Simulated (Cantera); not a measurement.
## Ammonia decomposition in nitride growth gas

A perfectly stirred reactor is fed with 27.8 % NH3, 72.2 % N2, at 750 Torr; it is held at 1700 K, and followed from long to short residence time.

Model: the gas-phase N/H chemistry of the illustrative SiF4/NH3 mechanism in the Surface Chemkin manual (1991), integrated in Cantera. Walls and surfaces, which speed up NH3 decomposition in real reactors, are not modelled.

```json
[
 {"τ (s)": "7.8", "x NH3": "0.0705", "x N": "2.49e-8", "x NH2": "3.56e-5", "x NH": "4.10e-7", "x N2H4": "1.06e-8", "x N2H2": "3.68e-8", "x H2": "0.243"},
 {"τ (s)": "2.2", "x NH3": "0.130", "x N": "3.09e-8", "x NH2": "5.88e-5", "x NH": "5.91e-7", "x N2H4": "2.88e-8", "x N2H2": "9.79e-8", "x H2": "0.173"},
 {"τ (s)": "0.63", "x NH3": "0.199", "x N": "3.12e-8", "x NH2": "8.31e-5", "x NH": "7.24e-7", "x N2H4": "5.75e-8", "x N2H2": "1.92e-7", "x H2": "0.0919"},
 {"τ (s)": "0.18", "x NH3": "0.247", "x N": "2.27e-8", "x NH2": "0.000101", "x NH": "7.32e-7", "x N2H4": "8.49e-8", "x N2H2": "2.71e-7", "x H2": "0.0355"},
 {"τ (s)": "0.050", "x NH3": "0.268", "x N": "9.91e-9", "x NH2": "0.000112", "x NH": "6.18e-7", "x N2H4": "1.05e-7", "x N2H2": "3.06e-7", "x H2": "0.0109"},
 {"τ (s)": "0.014", "x NH3": "0.275", "x N": "2.96e-9", "x NH2": "0.000117", "x NH": "4.93e-7", "x N2H4": "1.13e-7", "x N2H2": "3.05e-7", "x H2": "0.00306"},
 {"τ (s)": "0.0040", "x NH3": "0.277", "x N": "8.25e-10", "x NH2": "0.000110", "x NH": "3.97e-7", "x N2H4": "1.01e-7", "x N2H2": "2.62e-7", "x H2": "0.000790"},
 {"τ (s)": "0.0011", "x NH3": "0.278", "x N": "2.15e-10", "x NH2": "8.30e-5", "x NH": "2.52e-7", "x N2H4": "5.73e-8", "x N2H2": "1.43e-7", "x H2": "0.000151"},
 {"τ (s)": "0.00032", "x NH3": "0.278", "x N": "5.25e-11", "x NH2": "3.74e-5", "x NH": "7.05e-8", "x N2H4": "1.16e-8", "x N2H2": "2.65e-8", "x H2": "2.45e-5"}
]
```
x: mole fraction; the columns are a selection and need not sum to one.
